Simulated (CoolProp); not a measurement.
Vapour-liquid equilibrium of R113 (1) + n-heptane (2) at 350 K; x and y are mole fractions of (1).

Values from CoolProp's multi-fluid Helmholtz-energy mixture model, Marx 1992 and Span 2003; pair parameters Bell 2016.

Q: Give the bubble pressure and the first vapour's composition at x = 0.2, 0.5, 0.8. Is there an azeotrope?

A: x = 0.2: 0.9851 bar, y = 0.568; x = 0.5: 1.585 bar, y = 0.816; x = 0.8: 2.094 bar, y = 0.934. No azeotrope shows between x = 0.05 and 0.95.

The pair parameters rest on a limited set of measurements; away from them the model extrapolates.
